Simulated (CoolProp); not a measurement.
Properties of R1224YDZ along the isobar 11400 kPa (Tc = 155.5 °C, pc = 3334 kPa, ω = 0.325).

Computed with CoolProp (reference Helmholtz-energy equation of state, Akasaka 2023).

```csv
T (°C),phase,density (kg/m³),cp (kJ/(kg K)),cv (kJ/(kg K)),isothermal compressibility (1/MPa)
-26.65,liquid,1516,1.050,0.7501,0.001208
-10.45,liquid,1479,1.070,0.7697,0.001413
5.75,liquid,1442,1.092,0.7903,0.001664
21.95,liquid,1404,1.116,0.8114,0.001974
38.05,liquid,1365,1.142,0.8325,0.002359
54.25,liquid,1325,1.169,0.8536,0.002851
70.45,liquid,1283,1.198,0.8743,0.003488
86.65,liquid,1239,[?],0.8945,0.004325
102.85,liquid,1193,1.258,[?],0.005442
119.05,liquid,1145,1.289,0.9334,0.006954
135.25,liquid,1094,1.322,0.9521,0.009025
151.45,liquid,1039,1.354,0.9703,0.01189
167.65,supercritical,[?],1.387,0.9880,0.01587
183.85,supercritical,919.6,1.420,1.005,0.02141
199.95,supercritical,855.7,1.450,1.022,0.02889
```

Question: What belongs in the gaps?

Answer: 
- 86.65, cp (kJ/(kg K)): 1.227
- 102.85, cv (kJ/(kg K)): 0.9142
- 167.65, density (kg/m³): 981.0
